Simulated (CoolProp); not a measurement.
Cyclopentane along the isobar 5.13 MPa: density (kg/m³) from the reference equation and from simpler models built on Tc = 511.7 K, pc = 4.583 MPa, ω = 0.202; each cubic takes its own stable root.

The numbers come from the reference Helmholtz-energy equation of state, Gedanitz 2015 in CoolProp.

```json
[
 {"T (K)": "292.2", "phase": "liquid", "reference": "750.9"},
 {"T (K)": "324.5", "phase": "liquid", "reference": "719.6"},
 {"T (K)": "356.7", "phase": "liquid", "reference": "686.3"},
 {"T (K)": "388.9", "phase": "liquid", "reference": "650.2"},
 {"T (K)": "421.1", "phase": "liquid", "reference": "610.1"},
 {"T (K)": "453.3", "phase": "liquid", "reference": "563.3"},
 {"T (K)": "485.6", "phase": "liquid", "reference": "502.0"},
 {"T (K)": "517.8", "phase": "supercritical", "reference": "335.7"},
 {"T (K)": "550", "phase": "supercritical", "reference": "130.6"}
]
```

Problem. How far does each simpler model (van der Waals, Peng-Robinson) lie from the reference over these 9 states: mean and median of the absolute difference, and the worst?

Solution. 
- van der Waals: mean 29.5 %, median 34.2 %, worst -35.5 % at 292.2 K and 5.13 MPa
- Peng-Robinson: mean 6.2 %, median 7.7 %, worst -9.9 % at 517.8 K and 5.13 MPa
